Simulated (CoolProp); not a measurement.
Vapour-liquid equilibrium of R141b (1) + n-pentane (2) at 383.9 K; x and y are mole fractions of (1).

The numbers come from the multi-fluid Helmholtz-energy mixture model, Lemmon 2006 and Thol 2019; pair parameters Bell 2016 in CoolProp.

```csv
x,"bubble pressure, mixture model (MPa)","bubble pressure, Raoult's law (MPa)","y, mixture model","y, Raoult's law"
0.05,0.7703,0.7549,?,0.057
0.125,0.7964,0.7628,?,0.140
0.2,0.8176,0.7707,?,0.222
0.275,0.8346,0.7786,?,0.302
0.35,?,0.7865,?,0.380
0.425,?,0.7943,0.456,0.457
0.5,?,0.8022,0.522,0.533
0.575,0.8711,0.8101,0.588,0.607
0.65,0.8736,0.8180,0.654,0.679
0.725,0.8738,0.8259,0.722,0.750
0.8,0.8717,0.8338,0.793,0.820
0.875,0.8672,0.8416,0.867,0.889
0.95,0.8605,0.8495,0.945,0.956
```

Complete the blanks.


- 0.05, y, mixture model: 0.069
- 0.125, y, mixture model: 0.161
- 0.2, y, mixture model: 0.243
- 0.275, y, mixture model: 0.318
- 0.35, bubble pressure, mixture model (MPa): 0.8481
- 0.35, y, mixture model: 0.388
- 0.425, bubble pressure, mixture model (MPa): 0.8585
- 0.5, bubble pressure, mixture model (MPa): 0.8661

The largest gap from Raoult's law is +8.1 % in bubble pressure, at x = 0.425. y crosses x between x = 0.65 and 0.725: the model has an azeotrope there.

Pair parameters are fitted to limited data, so mixtures are less certain than the pure fluids.
